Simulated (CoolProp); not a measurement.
Properties of ethane along the isobar 0.158 MPa.

The numbers come from the reference Helmholtz-energy equation of state, Bücker 2006 in CoolProp.

```json
[
 {"T (°C)": "3.55", "phase": "gas", "cp (kJ/(kg K))": "1.685", "isothermal compressibility (1/MPa)": "6.427"},
 {"T (°C)": "27.15", "phase": "gas", "cp (kJ/(kg K))": "1.772", "isothermal compressibility (1/MPa)": "6.404"},
 {"T (°C)": "50.75", "phase": "gas", "cp (kJ/(kg K))": "1.866", "isothermal compressibility (1/MPa)": "6.388"},
 {"T (°C)": "74.35", "phase": "gas", "cp (kJ/(kg K))": "1.963", "isothermal compressibility (1/MPa)": "6.376"},
 {"T (°C)": "97.95", "phase": "gas", "cp (kJ/(kg K))": "2.062", "isothermal compressibility (1/MPa)": "6.367"},
 {"T (°C)": "121.55", "phase": "gas", "cp (kJ/(kg K))": "2.162", "isothermal compressibility (1/MPa)": "6.360"},
 {"T (°C)": "145.15", "phase": "gas", "cp (kJ/(kg K))": "2.261", "isothermal compressibility (1/MPa)": "6.354"},
 {"T (°C)": "168.75", "phase": "gas", "cp (kJ/(kg K))": "2.360", "isothermal compressibility (1/MPa)": "6.349"},
 {"T (°C)": "192.35", "phase": "gas", "cp (kJ/(kg K))": "2.457", "isothermal compressibility (1/MPa)": "6.346"},
 {"T (°C)": "215.95", "phase": "gas", "cp (kJ/(kg K))": "2.552", "isothermal compressibility (1/MPa)": "6.343"},
 {"T (°C)": "239.55", "phase": "gas", "cp (kJ/(kg K))": "2.645", "isothermal compressibility (1/MPa)": "6.340"},
 {"T (°C)": "263.15", "phase": "gas", "cp (kJ/(kg K))": "2.736", "isothermal compressibility (1/MPa)": "6.338"},
 {"T (°C)": "286.75", "phase": "gas", "cp (kJ/(kg K))": "2.824", "isothermal compressibility (1/MPa)": "6.337"},
 {"T (°C)": "310.35", "phase": "gas", "cp (kJ/(kg K))": "2.910", "isothermal compressibility (1/MPa)": "6.335"},
 {"T (°C)": "333.95", "phase": "gas", "cp (kJ/(kg K))": "2.993", "isothermal compressibility (1/MPa)": "6.334"}
]
```
